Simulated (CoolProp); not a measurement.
A Linde-Hampson liquefier for ethane: isothermal reversible compression at 320 K from 1 atm to 15 MPa, throttling to 1 atm, return gas leaving the recuperator 2 K below the feed. Each further row changes one setting.

The numbers come from the reference Helmholtz-energy equation of state, Bücker 2006 in CoolProp.

```
case                        liquid yield per pass  compression work (kJ/kg of gas)
--------------------------  ---------------------  -------------------------------
as stated                                       ?                              353
high pressure 30 MPa                            ?                              390
warm-end temperature 350 K                      ?                              414
warm-end gap 7 K                            0.447                              353
```

Q: Complete the blanks.

A: 
- as stated, liquid yield per pass: 0.454
- high pressure 30 MPa, liquid yield per pass: 0.464
- warm-end temperature 350 K, liquid yield per pass: 0.356
